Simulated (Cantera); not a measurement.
# Halide evaporation, hydrolysis and transport: PbF2 + H2

A closed system holds: 1 mol PbF2, 21 mol H2, held at 952 °C.

Equilibrium computed with Cantera from the NASA thermochemical tables; the gas is ideal and each condensed phase is pure. Candidate condensed phases: Pb, PbF2; 16 gas species. The numbers say what is thermodynamically allowed, not how fast it happens.

```tsv
P (Pa)	log p H2	log p HF	log p Pb	log p H	log p PbF	log p Pb2	log p PbF2	log p H2F2	n Pb(l)
0.100	-6.06	-7.06	-7.36	-9.54	-13.01	-16.01	-16.83	<-18	0
1.60	-4.86	-5.86	-6.16	-8.93	-11.21	-13.61	-14.42	-16.39	0
25	-3.66	-4.66	-4.96	-8.34	-9.42	-11.22	-12.03	-14.00	0
400	-2.46	-3.46	-3.76	-7.74	-7.61	-8.81	-9.63	-11.60	0
6300	-1.25	-2.25	-3.03	-7.13	-6.27	-7.35	-7.69	-9.18	0.669
100000	-0.04	-1.04	-3.03	-6.53	-5.67	-7.35	-6.48	-6.76	0.979
```
log p: log10 of the partial pressure in bar; n: condensed amount in mol.

From 0.000750 Torr to 3.00 Torr nothing is condensed. From 47.3 Torr to 750 Torr the condensed part is Pb(l). The main Pb-bearing gas is Pb throughout.
